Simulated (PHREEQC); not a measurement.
Solution (5 °C): 0.018 mol HF, 0.015 mol (NH4)2SiF6 and 0.019 mol H3AsO4 per kg of water. Closed to the air; pH follows from the charge balance.

All values are PHREEQC results (ion-association model, wateq4f.dat), not measurements.

Each row changes one thing in this solution. No solid was allowed to form.

| case | pH | ionic strength (mol/kgw) | HF (mol/kgw) | H3AsO4 (mol/kgw) | H2AsO4- (mol/kgw) | F- (mol/kgw) |
|---|---|---|---|---|---|---|
| as made | 2.04 | 0.0556 | 0.0140 | 0.0103 | 0.00868 | 0.00182 |
| HF from 0.018 to 0.0198 mol/kgw | 2.04 | 0.0557 | 0.0152 | 0.0104 | 0.00863 | 0.00196 |
| H3AsO4 from 0.019 to 0.0209 mol/kgw | 2.02 | 0.0561 | 0.0140 | [?] | 0.00930 | 0.00174 |
| HF replaced by NH4F at the same molality | 2.65 | 0.0656 | [?] | 0.00427 | 0.0147 | 0.00572 |
| (NH4)2SiF6 left out | 2.04 | 0.00987 | 0.0141 | 0.0108 | 0.00816 | [?] |
| 0.0074 mol/kgw NH3 added | 2.26 | 0.0589 | 0.0132 | 0.00800 | [?] | 0.00280 |
| H3AsO4 from 0.019 to 0.0019 mol/kgw | 2.38 | 0.0499 | 0.0126 | 0.000678 | 0.00122 | 0.00351 |

Q: Some entries are withheld; supply them.

A: 
- H3AsO4 from 0.019 to 0.0209 mol/kgw, H3AsO4 (mol/kgw): 0.0116
- HF replaced by NH4F at the same molality, HF (mol/kgw): 0.0107
- (NH4)2SiF6 left out, F- (mol/kgw): 0.00163
- 0.0074 mol/kgw NH3 added, H2AsO4- (mol/kgw): 0.0110

Species that the database lacks are ignored. Constants without temperature data keep their 25 °C values here. SiF6-2 is the database's only silicon fluoride.
